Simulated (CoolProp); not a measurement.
R407C along the isobar 6.11 MPa: density (kg/m³) from the reference equation and from simpler models built on Tc = 86.2 °C, pc = 4.632 MPa, ω = 0.363; each cubic takes its own stable root.

Values from CoolProp's reference Helmholtz-energy equation of state, Lemmon 2003. It is a pseudo-pure fit of the blend.

```csv
T (°C),phase,reference,van der Waals,Redlich-Kwong,Soave-Redlich-Kwong,Peng-Robinson
70.65,liquid,946.5,603.7,768.6,796.2,893.0
82.65,liquid,850.1,562.2,686.2,694.7,772.6
94.65,supercritical,681.2,508.5,573.3,540.9,588.6
106.75,supercritical,392.6,428.1,404.0,344.2,365.5
118.75,supercritical,294.8,327.4,303.4,270.4,285.2
130.75,supercritical,251.0,271.3,258.3,234.2,245.8
142.75,supercritical,223.8,239.9,230.7,210.8,220.4
154.75,supercritical,204.5,218.5,211.0,193.8,202.0
166.75,supercritical,189.8,202.4,195.9,180.5,187.7
178.75,supercritical,177.9,189.5,183.8,169.8,176.1
190.85,supercritical,167.9,178.8,173.5,160.7,166.4
202.85,supercritical,159.6,169.7,164.9,152.9,158.1
214.85,supercritical,152.3,161.8,157.3,146.2,150.9
226.85,supercritical,145.9,154.9,150.7,140.2,144.5
```
